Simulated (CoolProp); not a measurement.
Values from CoolProp's reference Helmholtz-energy equation of state, Span 2000.

Task: For nitrogen, give the phase and the density (kg/m³), viscosity (µPa s) at -130.95 °C and 12.3 MPa; -130.95 °C and 13.9 MPa; -130.95 °C and 15.4 MPa.

Result: 
- -130.95 °C and 12.3 MPa: supercritical; density 522, viscosity 39.2
- -130.95 °C and 13.9 MPa: supercritical; density 542, viscosity 42.1
- -130.95 °C and 15.4 MPa: supercritical; density 558, viscosity 44.6

Viscosity comes from a separate model (Lemmon 2004).
